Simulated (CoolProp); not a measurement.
Toluene along the isotherm 303.15 °C: Z from the reference equation and from simpler models built on Tc = 318.6 °C, pc = 4126 kPa, ω = 0.266; each cubic takes its own stable root.

Model: reference Helmholtz-energy equation of state, Lemmon 2006, in CoolProp. It is a short technical equation, of lower accuracy than the large ones.

```tsv
p (kPa)	phase	reference
65.2	gas	0.9936
105	gas	0.9897
170	gas	0.9833
275	gas	0.9728
444	gas	0.9556
718	gas	0.9268
1160	gas	0.8776
1870	gas	0.7887
3030	gas	0.5897
4890	liquid	0.1841
7900	liquid	0.2760
12800	liquid	0.4202
20600	liquid	0.6384
```

Question: How far does each simpler model (van der Waals, Redlich-Kwong, Soave-Redlich-Kwong, Peng-Robinson) lie from the reference over these 13 states: mean and median of the absolute difference, and the worst?

Answer: 
- van der Waals: mean 17.1 %, median 2.9 %, worst +56.7 % at 303.15 °C and 4890 kPa
- Redlich-Kwong: mean 6.3 %, median 1.2 %, worst +25.4 % at 303.15 °C and 4890 kPa
- Soave-Redlich-Kwong: mean 5.7 %, median 1.0 %, worst +22.6 % at 303.15 °C and 4890 kPa
- Peng-Robinson: mean 1.5 %, median 0.1 %, worst +9.8 % at 303.15 °C and 4890 kPa
